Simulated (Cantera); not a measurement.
An isothermal, constant-pressure homogeneous reactor starts with CH₄ : H₂ = 0.04 : 1 (molar parts), at 1575 K and 0.132 atm. Integrator tolerance rtol = 1e-08.

Model: GRI-Mech 3.0 (53 species, 325 reactions), integrated in Cantera. GRI-Mech 3.0 stops at C3 and has no aromatics, soot or wall deposition, so with more carbon than oxygen in the feed, carbon stays in small species such as C2H2 where larger ones or solid carbon would form.

**Question.** What does this change do: pressure from 0.132 atm to 0.0276 atm?

**Answer.** 
```csv
quantity,before,after
x(CH₄) at 5.00 s,0.0157 (gas-phase equilibrium 0.00624),0.0202 (gas-phase equilibrium 0.00142)
x(H₂) at 5.00 s,0.973 (gas-phase equilibrium 0.978),0.971 (gas-phase equilibrium 0.980)
x(C₂H) at 5.00 s,3.51e-9 (gas-phase equilibrium 5.16e-9),5.78e-9 (gas-phase equilibrium 1.31e-8)
x(C₂H₂) at 5.00 s,0.0108 (gas-phase equilibrium 0.0152),0.00870 (gas-phase equilibrium 0.0178)
x(C₂H₆) at 5.00 s,6.00e-7 (gas-phase equilibrium 1.79e-7),8.22e-7 (gas-phase equilibrium 9.26e-9)
x(CH₃) at 5.00 s,3.54e-5 (gas-phase equilibrium 1.47e-5),9.31e-5 (gas-phase equilibrium 7.28e-6)
```
Radical loss at walls, strong at low pressure, is not modelled.

**Question.** What does this change do: H2 1 to 0.39 parts?

**Answer.** 
```csv
quantity,before,after
x(CH₄) at 5.00 s,0.0157 (gas-phase equilibrium 0.00624),0.0215 (gas-phase equilibrium 0.00942)
x(H₂) at 5.00 s,0.973 (gas-phase equilibrium 0.978),0.946 (gas-phase equilibrium 0.952)
x(C₂H) at 5.00 s,3.51e-9 (gas-phase equilibrium 5.16e-9),1.05e-8 (gas-phase equilibrium 1.29e-8)
x(C₂H₂) at 5.00 s,0.0108 (gas-phase equilibrium 0.0152),0.0322 (gas-phase equilibrium 0.0376)
x(C₂H₆) at 5.00 s,6.00e-7 (gas-phase equilibrium 1.79e-7),1.20e-6 (gas-phase equilibrium 4.19e-7)
x(CH₃) at 5.00 s,3.54e-5 (gas-phase equilibrium 1.47e-5),4.88e-5 (gas-phase equilibrium 2.25e-5)
```
